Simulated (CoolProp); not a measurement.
Properties of m-xylene along the isotherm 620 K (Tc = 616.9 K, pc = 35.35 bar, ω = 0.326).

The numbers come from the reference Helmholtz-energy equation of state, Zhou 2012 in CoolProp.

| p (bar) | phase | Z | speed of sound (m/s) | viscosity (µPa s) | conductivity (mW/(m K)) | fugacity coefficient |
|---|---|---|---|---|---|---|
| 0.168 | gas | 0.9983 | 224.0 | 13.3 | 43.1 | 0.9983 |
| 0.283 | gas | 0.9971 | 223.7 | 13.3 | 43.1 | 0.9971 |
| 0.478 | gas | 0.9951 | 223.3 | 13.3 | 43.1 | 0.9952 |
| 0.806 | gas | 0.9918 | … | 13.3 | 43.1 | 0.9918 |
| 1.36 | gas | 0.9861 | 221.4 | 13.3 | 43.1 | 0.9862 |
| 2.3 | gas | 0.9763 | 219.4 | 13.4 | 43.0 | 0.9768 |
| 3.87 | gas | … | … | 13.4 | 43.0 | 0.9610 |
| 6.54 | gas | 0.9308 | 209.8 | 13.6 | 42.9 | 0.9345 |
| 11 | gas | 0.8797 | 198.9 | 13.8 | 43.0 | 0.8907 |
| 18.6 | gas | 0.7822 | 177.4 | 14.1 | 43.9 | 0.8174 |
| 31.4 | gas | … | … | 15.8 | 52.6 | 0.6944 |
| 53 | supercritical | 0.2362 | 236.4 | … | … | 0.4789 |

### Question
Fill in the missing entries.

### Answer

- 0.806, speed of sound (m/s): 222.6
- 3.87, Z: 0.9598
- 3.87, speed of sound (m/s): 215.9
- 31.4, Z: 0.5543
- 31.4, speed of sound (m/s): 126.0
- 53, viscosity (µPa s): 53.9
- 53, conductivity (mW/(m K)): 75.4

Viscosity comes from a separate model (Cao 2016). Thermal conductivity comes from a separate model (Mylona 2014).
